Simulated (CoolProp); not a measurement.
Vapour-liquid equilibrium of methanol (1) + ethanol (2) at 0.325 MPa; x and y are mole fractions of (1).

Computed with CoolProp (multi-fluid Helmholtz-energy mixture model, de Reuck 1993 and Schroeder 2014; pair parameters Bell 2016).

| x | bubble temperature, mixture model (°C) | bubble temperature, Raoult's law (°C) | y, mixture model | y, Raoult's law |
|---|---|---|---|---|
| 0.05 | 110.4 | 110.4 | 0.073 | 0.075 |
| 0.125 | 109.2 | 109.2 | ___ | 0.180 |
| 0.2 | 108.1 | 108.0 | ___ | 0.279 |
| 0.275 | 107.0 | 106.9 | ___ | 0.370 |
| 0.35 | ___ | 105.8 | 0.441 | 0.455 |
| 0.425 | 105.0 | 104.7 | 0.520 | 0.535 |
| 0.5 | 104.0 | 103.6 | ___ | 0.610 |
| 0.575 | 103.0 | 102.6 | ___ | 0.679 |
| 0.65 | 102.0 | 101.6 | ___ | 0.745 |
| 0.725 | 101.0 | 100.7 | 0.799 | 0.806 |
| 0.8 | 100.0 | 99.7 | 0.860 | 0.863 |
| 0.875 | 99.0 | 98.8 | 0.916 | 0.917 |
| 0.95 | ___ | 97.9 | 0.968 | 0.968 |

Q: Complete the blanks.

A: 
- 0.125, y, mixture model: 0.175
- 0.2, y, mixture model: 0.269
- 0.275, y, mixture model: 0.357
- 0.35, bubble temperature, mixture model (°C): 106.0
- 0.5, y, mixture model: 0.595
- 0.575, y, mixture model: 0.667
- 0.65, y, mixture model: 0.735
- 0.95, bubble temperature, mixture model (°C): 98.0

The largest gap from Raoult's law is +0.4 K in bubble temperature, at x = 0.65. No azeotrope shows between x = 0.05 and 0.95.

Pair parameters are fitted to limited data, so mixtures are less certain than the pure fluids.
